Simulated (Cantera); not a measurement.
Standard-state values (1 bar) from the NASA 1993 polynomials, evaluated with Cantera. Values are per mole of reaction as written; species without (g) are pure solids or liquids, kept so even where they would boil at 1 bar.

Ca + Cl2(g) = CaCl2

```csv
T (K),ΔH° (kJ),ΔS° (J/K),ΔG° (kJ),log10 K
423,-794.2,-156.4,-728.0,89.90
448,[?],[?],[?],[?]
473,[?],[?],[?],[?]
498,-793.2,-154.3,-716.4,75.14
523,-792.9,-153.7,-712.5,71.16
548,-792.6,-153.1,-708.7,67.55
```

**Question.** Fill in the missing entries.

**Answer.** 
- 448, ΔH° (kJ): -793.8
- 448, ΔS° (J/K): -155.6
- 448, ΔG° (kJ): -724.1
- 448, log10 K: 84.43
- 473, ΔH° (kJ): -793.5
- 473, ΔS° (J/K): -154.9
- 473, ΔG° (kJ): -720.2
- 473, log10 K: 79.54
